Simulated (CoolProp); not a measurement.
Dodecamethylpentasiloxane (MD3M) at 561.88 K and 0.0392 MPa is throttled through a valve to 0.0193 MPa with no heat exchange. Each further row changes one setting.

The numbers come from the reference Helmholtz-energy equation of state, Thol 2019 in CoolProp.

```csv
case,temperature change (K),final density (kg/m³)
as stated,___,___
outlet pressure 0.00579 MPa,-0.5,___
outlet pressure 0.0251 MPa,-0.2,___
```

Problem. Some entries are withheld; supply them.

Solution. 
- as stated, temperature change (K): -0.3
- as stated, final density (kg/m³): 1.61
- outlet pressure 0.00579 MPa, final density (kg/m³): 0.479
- outlet pressure 0.0251 MPa, final density (kg/m³): 2.10
